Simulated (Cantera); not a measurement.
An isothermal, constant-pressure homogeneous reactor starts with CH4 : CO2 : H2 = 1 : 1.5 : 0.25 (molar parts), at 2200 K and 1.00 bar.

Model: GRI-Mech 3.0 (53 species, 325 reactions), integrated in Cantera.

x: mole fraction; the columns are a selection and need not sum to one.

```
t (s)        x CH4   x CO2    x H2    x C2H2       x CH2      x O2
--------  --------  ------  ------  --------  ----------  --------
2.00e-6      0.354   0.543  0.0946   4.82e-6  (withheld)  7.38e-11
6.92e-6      0.315   0.530   0.116   0.00117  (withheld)  6.94e-10
2.39e-5      0.167   0.442   0.242    0.0443  (withheld)   9.67e-9
8.27e-5     0.0527   0.288   0.294    0.0978  (withheld)   5.13e-8
0.000286    0.0103   0.115   0.229    0.0988  (withheld)   2.78e-7
0.000989   0.00631  0.0547   0.276    0.0565  (withheld)   2.29e-7
0.00342    0.00324  0.0302   0.351    0.0164  (withheld)   9.85e-8
0.0118    0.000362  0.0212   0.385  0.000604  (withheld)   6.04e-8
0.0409     5.30e-9  0.0208   0.387  7.23e-10    1.21e-11   6.24e-8
0.142      4.54e-9  0.0208   0.387  1.50e-11    1.04e-11   6.24e-8
0.489      4.54e-9  0.0208   0.387  1.50e-11    1.04e-11   6.24e-8
1.69       4.54e-9  0.0208   0.387  1.50e-11    1.04e-11   6.24e-8
5.85       4.54e-9  0.0208   0.387  1.50e-11    1.04e-11   6.24e-8
20.2       4.54e-9  0.0208   0.387  1.50e-11    1.04e-11   6.24e-8
70.0       4.54e-9  0.0208   0.387  1.50e-11    1.04e-11   6.24e-8
```

Problem. Fill in the missing entries.

Solution. 
- 2.00e-6, x CH2: 8.77e-6
- 6.92e-6, x CH2: 5.14e-5
- 2.39e-5, x CH2: 7.01e-5
- 8.27e-5, x CH2: 4.71e-5
- 0.000286, x CH2: 3.76e-5
- 0.000989, x CH2: 2.23e-5
- 0.00342, x CH2: 8.17e-6
- 0.0118, x CH2: 7.88e-7
